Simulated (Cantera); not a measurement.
What does this Cantera script print?

```python
import numpy as np
import cantera as ct

gas_names = """
    H HO2 H2 H2O H2O2 Hg O OH O2 O3
""".split()
cond_names = """
    H2O(s) H2O(L) Hg(cr) Hg(L) HgO(s)
""".split()


# ... load() reads the species with a 1 bar reference pressure and builds the phases ...
atoms = {
    'HgO': {'Hg': 1, 'O': 1},
    'H2': {'H': 2},
}
top_T = {}  # K; cautious upper limits of use, not melting points


# ... equilibrate(T, P, feed) seeds the gas with the atoms and calls Mixture.equilibrate('TP', solver="vcs", rtol=1e-11, max_steps=5000) ...
results = []
feed = {'HgO': 1, 'H2': 4.3}  # mol
T = 750  # K
P = 55000  # Pa
mix = equilibrate(T, P, feed)
results.append((T, P, feed, dict(zip(mix.species_names, mix.species_moles))))
x = sorted(zip(gas.X, gas.species_names), reverse=True)
print(f"T = {T:g} K  P = {P:g} Pa  gas = {mix.phase_moles(0):.4g} mol")
print("   x: " + "  ".join(f"{s} {v:.3e}" for v, s in x if v > 1e-05))
print("   condensed (mol): " + ("  ".join(f"{mix.phase(i).name} {mix.phase_moles(i):.4g}"
      for i in range(1, mix.n_phases) if mix.phase_moles(i) > 1e-12) or "none"))
```

It prints:

```
T = 750 K  P = 55000 Pa  gas = 5.3 mol
   x: H2 6.226e-01  H2O 1.887e-01  Hg 1.887e-01
   condensed (mol): none
```

Equilibrium computed with Cantera from the NASA thermochemical tables; the gas is ideal and each condensed phase is pure.
